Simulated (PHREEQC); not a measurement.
Consider water at 25 °C with 0.023 mol/kgw KF and 0.00025 mol/kgw (CH3)4NF. Closed to the air; pH follows from the charge balance.

Equilibrium calculation in PHREEQC: ion-association model, phreeqc.dat.

```yaml
pH: 7.73
ionic_strength: 0.0232 mol/kgw
specific_conductance: 2680 µS/cm
```

```json
[
 {"species": "F-", "molality": "0.0232", "activity": "0.0200", "log γ": "-0.066"},
 {"species": "K+", "molality": "0.0230", "activity": "0.0198", "log γ": "-0.066"},
 {"species": "(CH3)4N+", "molality": "0.000250", "activity": "0.000215", "log γ": "-0.065"},
 {"species": "OH-", "molality": "6.29e-7", "activity": "5.40e-7", "log γ": "-0.066"},
 {"species": "HF", "molality": "5.58e-7", "activity": "5.61e-7", "log γ": "0.002"},
 {"species": "HF2-", "molality": "4.98e-8", "activity": "4.30e-8", "log γ": "-0.064"},
 {"species": "H+", "molality": "2.12e-8", "activity": "1.87e-8", "log γ": "-0.054"}
]
```

This is a speciation only: nothing precipitates in the calculation. Complexes and solids missing from the database can't appear. (CH3)4N+ isn't in the database: it is added as a free cation with an ion size of 4 Å.
